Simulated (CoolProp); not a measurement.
Vapour pressure (kPa) of R152A: the reference equation beside estimates from Tc = 113.3 °C, pc = 4517 kPa, ω = 0.275.

Values from CoolProp's reference Helmholtz-energy equation of state, Outcalt 1996. It is a modified Benedict-Webb-Rubin equation, recast in Helmholtz form.

```json
[
 {"T (°C)": "16.15", "reference": "454.9", "Lee-Kesler": "458.4", "Peng-Robinson": "454.2"},
 {"T (°C)": "20.95", "reference": "528.0", "Lee-Kesler": "532.6", "Peng-Robinson": "527.6"},
 {"T (°C)": "25.65", "reference": "608.0", "Lee-Kesler": "613.6", "Peng-Robinson": "607.9"},
 {"T (°C)": "30.45", "reference": "698.7", "Lee-Kesler": "705.5", "Peng-Robinson": "699.2"},
 {"T (°C)": "35.25", "reference": "799.3", "Lee-Kesler": "807.2", "Peng-Robinson": "800.5"},
 {"T (°C)": "40.05", "reference": "910.5", "Lee-Kesler": "919.3", "Peng-Robinson": "912.5"},
 {"T (°C)": "44.85", "reference": "1033", "Lee-Kesler": "1042", "Peng-Robinson": "1036"},
 {"T (°C)": "49.65", "reference": "1167", "Lee-Kesler": "1177", "Peng-Robinson": "1171"},
 {"T (°C)": "54.45", "reference": "1314", "Lee-Kesler": "1325", "Peng-Robinson": "1320"},
 {"T (°C)": "59.25", "reference": "1474", "Lee-Kesler": "1486", "Peng-Robinson": "1482"},
 {"T (°C)": "63.95", "reference": "1645", "Lee-Kesler": "1657", "Peng-Robinson": "1655"},
 {"T (°C)": "68.75", "reference": "1835", "Lee-Kesler": "1846", "Peng-Robinson": "1847"}
]
```

Absolute difference from the reference over all 12 rows, mean and median: Lee-Kesler 0.8 and 0.9 %, Peng-Robinson 0.3 and 0.3 %.
